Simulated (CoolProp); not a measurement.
Vapour-liquid equilibrium of CHF3 (R23) (1) + propylene (2) at 176.3 K; x and y are mole fractions of (1).

The numbers come from the multi-fluid Helmholtz-energy mixture model, Penoncello 2003 and Lemmon 2013; pair parameters Bell 2016 in CoolProp.

```json
[
 {"x": "0.05", "bubble pressure (kPa)": "14.10", "y at the bubble point": "0.647", "dew pressure at overall composition x (kPa)": "5.457", "liquid density (mol/L)": "16.06"},
 {"x": "0.15", "bubble pressure (kPa)": "26.13", "y at the bubble point": "0.823", "dew pressure at overall composition x (kPa)": "6.084", "liquid density (mol/L)": "16.45"},
 {"x": "0.25", "bubble pressure (kPa)": "32.65", "y at the bubble point": "0.867", "dew pressure at overall composition x (kPa)": "6.873", "liquid density (mol/L)": "16.87"},
 {"x": "0.35", "bubble pressure (kPa)": "35.79", "y at the bubble point": "0.884", "dew pressure at overall composition x (kPa)": "7.897", "liquid density (mol/L)": "17.31"},
 {"x": "0.45", "bubble pressure (kPa)": "37.07", "y at the bubble point": "0.891", "dew pressure at overall composition x (kPa)": "9.277", "liquid density (mol/L)": "17.79"},
 {"x": "0.55", "bubble pressure (kPa)": "37.49", "y at the bubble point": "0.893", "dew pressure at overall composition x (kPa)": "11.24", "liquid density (mol/L)": "18.31"},
 {"x": "0.65", "bubble pressure (kPa)": "37.70", "y at the bubble point": "0.895", "dew pressure at overall composition x (kPa)": "14.23", "liquid density (mol/L)": "18.88"},
 {"x": "0.75", "bubble pressure (kPa)": "38.08", "y at the bubble point": "0.900", "dew pressure at overall composition x (kPa)": "19.36", "liquid density (mol/L)": "19.51"},
 {"x": "0.85", "bubble pressure (kPa)": "38.77", "y at the bubble point": "0.915", "dew pressure at overall composition x (kPa)": "29.86", "liquid density (mol/L)": "20.21"},
 {"x": "0.95", "bubble pressure (kPa)": "39.49", "y at the bubble point": "0.957", "dew pressure at overall composition x (kPa)": "39.43", "liquid density (mol/L)": "21.01"}
]
```

No azeotrope shows between x = 0.05 and 0.95.

Pair parameters are fitted to limited data, so mixtures are less certain than the pure fluids. With so large a gap from Raoult's law the liquid may split in two, which this calculation doesn't test in full.
